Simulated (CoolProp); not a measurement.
A Linde-Hampson liquefier for dry air: isothermal reversible compression at 230 K from 1 atm to 25 MPa, throttling to 1 atm, return gas leaving the recuperator 10 K below the feed. Each further row changes one setting.

The numbers come from the reference Helmholtz-energy equation of state, Lemmon 2000 in CoolProp. It is a pseudo-pure fit of the blend.

```json
[
 {"case": "as stated", "liquid yield per pass": "(withheld)", "compression work (kJ/kg of gas)": "351"},
 {"case": "high pressure 50 MPa", "liquid yield per pass": "0.182", "compression work (kJ/kg of gas)": "(withheld)"},
 {"case": "warm-end temperature 260 K", "liquid yield per pass": "(withheld)", "compression work (kJ/kg of gas)": "(withheld)"},
 {"case": "warm-end gap 15 K", "liquid yield per pass": "(withheld)", "compression work (kJ/kg of gas)": "351"}
]
```

Q: Fill in the missing entries.

A: 
- as stated, liquid yield per pass: 0.169
- high pressure 50 MPa, compression work (kJ/kg of gas): 403
- warm-end temperature 260 K, liquid yield per pass: 0.116
- warm-end temperature 260 K, compression work (kJ/kg of gas): 405
- warm-end gap 15 K, liquid yield per pass: 0.157
